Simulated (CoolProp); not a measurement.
Diethyl ether along the isobar 0.998 MPa: fugacity coefficient from the reference equation and from simpler models built on Tc = 467.9 K, pc = 3.717 MPa, ω = 0.282; each cubic takes its own stable root.

Values from CoolProp's reference Helmholtz-energy equation of state, Thol 2014.

| T (K) | phase | reference | van der Waals | Redlich-Kwong | Soave-Redlich-Kwong | Peng-Robinson |
|---|---|---|---|---|---|---|
| 315 | liquid | 0.1289 | 0.5499 | 0.2255 | 0.1295 | 0.1290 |
| 330.5 | liquid | 0.2061 | 0.6816 | 0.3315 | 0.2081 | 0.2059 |
| 346 | liquid | 0.3118 | 0.8264 | 0.4646 | 0.3161 | 0.3112 |
| 361.6 | liquid | 0.4504 | 0.8535 | 0.6259 | 0.4583 | 0.4497 |
| 377.1 | liquid | 0.6223 | 0.8673 | 0.8117 | 0.6349 | 0.6217 |
| 408.2 | gas | 0.8526 | 0.8900 | 0.8671 | 0.8590 | 0.8491 |
| 423.7 | gas | 0.8714 | 0.8993 | 0.8804 | 0.8749 | 0.8652 |
| 439.2 | gas | 0.8870 | 0.9076 | 0.8920 | 0.8887 | 0.8791 |
| 454.8 | gas | 0.9002 | 0.9151 | 0.9023 | 0.9009 | 0.8915 |
| 470.3 | gas | 0.9114 | 0.9217 | 0.9113 | 0.9115 | 0.9023 |
| 485.9 | gas | 0.9211 | 0.9277 | 0.9193 | 0.9210 | 0.9120 |
| 501.4 | gas | 0.9295 | 0.9331 | 0.9264 | 0.9293 | 0.9205 |
| 516.9 | gas | 0.9368 | 0.9380 | 0.9327 | 0.9366 | 0.9281 |
| 532.5 | gas | 0.9433 | 0.9424 | 0.9384 | 0.9433 | 0.9350 |
| 548 | gas | 0.9491 | 0.9465 | 0.9435 | 0.9491 | 0.9411 |

At some of these states van der Waals gives the other phase, because its saturation line lies elsewhere.
